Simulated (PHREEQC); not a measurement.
Model water analysis in mg/L, 25 °C, pH 7.43, pe 0.4:

```tsv
constituent	mg/L
Na	95
K	12
Ca	54
Mg	3.16
Cl	60
S(6) as SO4	133
Alkalinity as HCO3	192
Zn	2.74
```

Valence states are taken as typed.

Equilibrium calculation in PHREEQC: ion-association model, phreeqc.dat.

Precipitation was switched off in this run.

Q: Order these S species by the share of S that they hold, largest first: MgSO4, CaSO4, SO4-2, NaSO4-, ZnSO4.

A: SO4-2 (89 %), CaSO4 (8.5 %), NaSO4- (1.2 %), MgSO4 (1.1 %), ZnSO4 (0.20 %)

Q: Order these C species by the share of C that they hold, largest first: HCO3-, NaHCO3, CO2, ZnCO3, CaHCO3+.

A: HCO3- (91 %), CO2 (6.9 %), CaHCO3+ (0.93 %), ZnCO3 (0.30 %), NaHCO3 (0.17 %)

The pH is 7.43 and the ionic strength 0.00974 mol/kgw. The database's zinc carbonate complexes are estimates, stronger than later reviews accept.
